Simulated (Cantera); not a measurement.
Equilibrium for nitride etching: Si3N4 + O2

Charge: 1 mol Si3N4, a varied amount of O2, at 1100 K and 133 Pa.

Equilibrium computed with Cantera from the NASA thermochemical tables; the gas is ideal and each condensed phase is pure. Candidate condensed phases: Si, SiO2, Si2N2O, Si3N4; 16 gas species. Mutual solubility and eutectic melting of coexisting phases are not modelled. The numbers say what is thermodynamically allowed, not how fast it happens.

At 0.6 mol O2 the condensed part is Si2N2O(s) + Si3N4(s). From 0.95 mol O2 to 2.8 mol O2 the condensed part is SiO2(β-quartz) + Si2N2O(s). From 3.1 mol O2 to 3.8 mol O2 the condensed part is SiO2(β-quartz).

```
n(O2) (mol)  log p N2  log p O2  log p NO  log p NO2  n Si2N2O(s)  n Si3N4(s)  n SiO2(β-quartz)
-----------  --------  --------  --------  ---------  -----------  ----------  ----------------
0.6             -2.88      <-14      <-14       <-14         1.20       0.200                 0
0.95            -2.88      <-14      <-14       <-14         1.37           0             0.267
1.3             -2.88      <-14      <-14       <-14         1.13           0             0.733
1.7             -2.88      <-14      <-14       <-14        0.867           0              1.27
2               -2.88      <-14      <-14       <-14        0.667           0              1.67
2.4             -2.88      <-14      <-14       <-14        0.400           0              2.20
2.8             -2.88      <-14      <-14       <-14        0.133           0              2.73
3.1             -2.90     -4.20     -7.23     -10.53            0           0              3.00
3.5             -2.97     -3.57     -6.95      -9.94            0           0              3.00
3.8             -3.02     -3.42     -6.90      -9.81            0           0              3.00
```
log p: log10 of the partial pressure in bar; n: condensed amount in mol.
